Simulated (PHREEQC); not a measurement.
Make-up at 45 °C and 500 atm: 69 mmol/kgw HCl, 170 mmol/kgw LiCl and 9.8 mmol/kgw MgSO4. Closed to the air; pH follows from the charge balance.

The numbers come from PHREEQC with the ion-association model, phreeqc.dat.

```tsv
quantity	before	after
pH	1.30	1.29
ionic strength (mol/kgw)	0.263	0.266
HSO4- (mol/kgw)	0.00529	0.00398
SO4-2 (mol/kgw)	0.00300	0.00414
LiSO4- (mol/kgw)	0.000815	0.00114
MgSO4 (mol/kgw)	0.000692	0.000541
```

Task: Name the change that produced these shifts.
(A) temperature from 45 to 20 °C
(B) HCl replaced by (CH3)4NCl at the same molality
(C) LiCl from 0.17 to 0.017 mol/kgw
(D) HCl replaced by FeCl3 at the same molality

Result: A, temperature from 45 to 20 °C

No solid was allowed to form. Under pressure, the constants of complexes without a molar volume in the database are unreliable. At this temperature some constants are extrapolated from 25 °C, and those without enthalpy data are left unchanged.
